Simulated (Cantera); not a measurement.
A perfectly stirred reactor is fed with CH4 : H2O : H2 = 1 : 0.59 : 0.14 (molar parts), at 101000 Pa; it is held at 1475 K, and followed from long to short residence time.

Detailed kinetics in Cantera: GRI-Mech 3.0 (53 species, 325 reactions). GRI-Mech 3.0 stops at C3 and has no aromatics, soot or wall deposition, so with more carbon than oxygen in the feed, carbon stays in small species such as C2H2 where larger ones or solid carbon would form.

### Question
What does this change do: H2O 0.59 to 0.13 parts?

### Answer
```tsv
quantity	before	after
x(CH4) at τ = 0.600 s	0.342	0.463
x(H2O) at τ = 0.600 s	0.288	0.0836
x(H2) at τ = 0.600 s	0.293	0.359
x(HCO) at τ = 0.600 s	8.18e-11	2.81e-11
x(CO2) at τ = 0.600 s	0.000394	3.05e-5
x(CH4) at τ = 4.40 ms	0.575	0.783
x(H2O) at τ = 4.40 ms	0.341	0.102
x(H2) at τ = 4.40 ms	0.0832	0.113
x(HCO) at τ = 4.40 ms	3.92e-11	1.53e-11
x(CO2) at τ = 4.40 ms	3.38e-9	2.09e-10
```

### Question
What does this change do: pressure from 101000 Pa to 27000 Pa?

### Answer
| quantity | before | after |
|---|---|---|
| x(CH4) at τ = 0.600 s | 0.342 | 0.418 |
| x(H2O) at τ = 0.600 s | 0.288 | 0.306 |
| x(H2) at τ = 0.600 s | 0.293 | 0.224 |
| x(HCO) at τ = 0.600 s | 8.18e-11 | 1.16e-10 |
| x(CO2) at τ = 0.600 s | 0.000394 | 9.03e-5 |
| x(CH4) at τ = 4.40 ms | 0.575 | 0.577 |
| x(H2O) at τ = 4.40 ms | 0.341 | 0.341 |
| x(H2) at τ = 4.40 ms | 0.0832 | 0.0816 |
| x(HCO) at τ = 4.40 ms | 3.92e-11 | 2.51e-11 |
| x(CO2) at τ = 4.40 ms | 3.38e-9 | 1.95e-10 |
